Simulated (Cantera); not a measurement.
Input: 1 mol SO2, at 2502 °C and 1 atm.

Equilibrium computed with Cantera from the NASA thermochemical tables; the gas is ideal and each condensed phase is pure. Candidate condensed phases: S; 10 gas species. Kinetics and transport are ignored.

Base state: SO2 0.849, SO 0.0935, O2 0.0446, O 0.0103, S 0.00232, S2 0.000354, SO3 0.000216, S2O 0.000100 (mole fractions); condensed: gas only.

**Question.** What changes in the equilibrium state with this change: temperature from 2502 °C to 1802 °C?

**Answer.** 
| species | before | after |
|---|---|---|
| SO2 | 0.849 | 0.992 |
| SO | 0.0935 | 0.00550 |
| O2 | 0.0446 | 0.00262 |
| O | 0.0103 | 5.93e-5 |
| S | 0.00232 | 9.69e-6 |
| S2 | 0.000354 | 3.65e-6 |
| S2O | 0.000100 | 3.80e-6 |
| SO3 | 0.000216 | 0.000235 |

**Question.** What changes in the equilibrium state with this change: temperature from 2502 °C to 2602 °C?

**Answer.** 
| species | before | after |
|---|---|---|
| SO2 | 0.849 | 0.798 |
| SO | 0.0935 | 0.122 |
| O2 | 0.0446 | 0.0576 |
| O | 0.0103 | 0.0173 |
| S | 0.00232 | 0.00405 |
| S2 | 0.000354 | 0.000558 |
| S2O | 0.000100 | 0.000136 |
